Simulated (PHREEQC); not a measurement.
Consider water at 15 °C with 0.65 mmol/kgw Ag2SO4 and 5.1 mmol/kgw NaHF2. Closed to the air; pH follows from the charge balance.

Model: ion-association model, wateq4f.dat, run in PHREEQC.

- pH: 3.19
- ionic strength: 0.00765 mol/kgw
- total alkalinity: -5.10 meq/kg

| species | molality | activity | log γ |
|---|---|---|---|
| F- | 0.00570 | 0.00520 | -0.040 |
| Na+ | 0.00508 | 0.00464 | -0.039 |
| HF | 0.00417 | 0.00418 | 0.001 |
| Ag+ | 0.00127 | 0.00116 | -0.039 |
| H+ | 0.000692 | 0.000639 | -0.035 |
| SO4-2 | 0.000607 | 0.000426 | -0.154 |
| HF2- | 8.35e-5 | 7.62e-5 | -0.040 |
| H2F2 | 6.46e-5 | 6.47e-5 | 0.001 |
| HSO4- | 2.35e-5 | 2.15e-5 | -0.039 |
| AgF | 1.63e-5 | 1.64e-5 | 0.001 |

This is a speciation only: nothing precipitates in the calculation.
